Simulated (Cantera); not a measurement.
Charge: 1 mol Si₃H₈, 0.61 mol Cl₂, 300 mol N₂, at 5.70 mbar.

Equilibrium computed with Cantera from the NASA thermochemical tables; the gas is ideal and each condensed phase is pure. Candidate condensed phases: NH₄Cl, Si, Si₃N₄; 28 gas species. The feed counts by its element totals alone. N₂ is the only nitrogen source here; it is nearly inert below about 1500 K, so the nitride shown seldom forms there in practice. Kinetics and transport are ignored.

**Question.** Which condensed phases are stable at each of these points (T (K)): 1123, 1173, 1223, 1273, 1323, 1373, 1423, 1473, 1523, 1573, 1623, 1673, 1723, 1773?

**Answer.** 
```
T (K)  condensed phases  Si condensed (%)
-----  ----------------  ----------------
1123           Si₃N₄(s)             100.0
1173           Si₃N₄(s)             100.0
1223           Si₃N₄(s)             100.0
1273           Si₃N₄(s)             100.0
1323           Si₃N₄(s)              99.9
1373           Si₃N₄(s)              99.7
1423           Si₃N₄(s)              99.4
1473           Si₃N₄(s)              98.8
1523           Si₃N₄(s)              97.9
1573           Si₃N₄(s)              96.6
1623           Si₃N₄(s)              94.9
1673           Si₃N₄(s)              92.9
1723           Si₃N₄(s)              90.1
1773              Si(l)              84.9
```

From 1123 K to 1723 K the condensed part is Si₃N₄(s). At 1773 K the condensed part is Si(l).
